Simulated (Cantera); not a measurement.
Input (Python, Cantera) and output of one run.

```python
import numpy as np
import cantera as ct

gas_names = """
    B BH BH2 BH3 BO BO2 B2 B2O B2O2 B2O3 B3O3H3 H HBO HBO2 HO2 H2 H2O H2O2 H3B3O6 O OH O2 O3
""".split()
cond_names = """
    B(b) B(L) B2O3(L) B3O3H3(cr) H2O(s) H2O(L)
""".split()


# ... load() reads the species with a 1 bar reference pressure and builds the phases ...
atoms = {
    'B': {'B': 1},
    'H2O': {'H': 2, 'O': 1},
    'O2': {'O': 2},
}
top_T = {}  # K; cautious upper limits of use, not melting points


# ... equilibrate(T, P, feed) seeds the gas with the atoms and calls Mixture.equilibrate('TP', solver="vcs", rtol=1e-11, max_steps=5000) ...
results = []
feed = {'B': 1, 'H2O': 0.028, 'O2': 0.2}  # mol
P = 1000  # Pa
for T in [825, 925, 1025, 1125, 1225, 1325, 1425, 1525]:
    mix = equilibrate(T, P, feed)
    results.append((T, P, feed, dict(zip(mix.species_names, mix.species_moles))))

top = {s: max(r[3][s] / sum(r[3][g] for g in gas_names) for r in results) for s in gas_names}
cols = sorted((s for s in top if top[s] > 1e-05), key=lambda s: -top[s])[:6]
seen = [c for c in cond_names if any(r[3].get(c, 0) > 1e-12 for r in results)]
print("log10 of partial pressures in bar; condensed amounts in mol")
print(f"{'T/K':>10s}" + "".join(f"{s[:9]:>10s}" for s in cols + seen))
for T, P, feed, n in results:
    ng = sum(n[g] for g in gas_names)
    print(f"{T:10.4g}" + "".join(f"{np.log10(max(n[s] / ng * P / 1e5, 1e-99)):10.3f}" for s in cols)
          + "".join(f"{n.get(c, 0):10.4g}" for c in seen))
```

Output:

```
log10 of partial pressures in bar; condensed amounts in mol
       T/K        H2       HBO      B2O2      B2O3      HBO2    B3O3H3      B(b)   B2O3(L)
       825    -2.000    -9.376   -14.397   -15.921   -12.290    -5.346    0.7147    0.1427
       925    -2.000    -7.929   -11.866   -13.166   -10.511    -5.259    0.7147    0.1427
      1025    -2.000    -6.773    -9.844   -10.968    -9.094    -5.206    0.7146    0.1426
      1125    -2.000    -5.830    -8.192    -9.176    -7.941    -5.177    0.7146    0.1426
      1225    -2.001    -5.046    -6.819    -7.689    -6.986    -5.162    0.7146    0.1426
      1325    -2.002    -4.385    -5.661    -6.436    -6.183    -5.159    0.7146    0.1426
      1425    -2.008    -3.823    -4.672    -5.367    -5.501    -5.170    0.7145    0.1424
      1525    -2.030    -3.346    -3.819    -4.445    -4.922    -5.208    0.7139    0.1418
```

Equilibrium computed with Cantera from the NASA thermochemical tables; the gas is ideal and each condensed phase is pure. Mutual solubility and eutectic melting of coexisting phases are not modelled. The tables' values for BH2 are old estimates; treat these amounts as uncertain.
